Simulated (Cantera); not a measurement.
An isothermal, constant-pressure homogeneous reactor starts with CH₄ : CO₂ : H₂ : H₂O = 1 : 0.39 : 1.1 : 0.017 (molar parts), at 1650 K and 113 Torr.

Computed with Cantera and GRI-Mech 3.0 (53 species, 325 reactions). GRI-Mech 3.0 stops at C3 and has no aromatics, soot or wall deposition, so with more carbon than oxygen in the feed, carbon stays in small species such as C2H2 where larger ones or solid carbon would form.

One state of this run: x CH₄ = 0.00611; x CO₂ = 0.000378; x H₂ = 0.712; x OH = 5.38e-8; x H₂O₂ = <1e-12. x: mole fraction; the columns are a selection and need not sum to one.

### Question
Which value of t (s) does it belong to?
(A) 0.796
(B) 2.00e-6
(C) 3.99
(D) 20.0

### Answer
D, 20.0
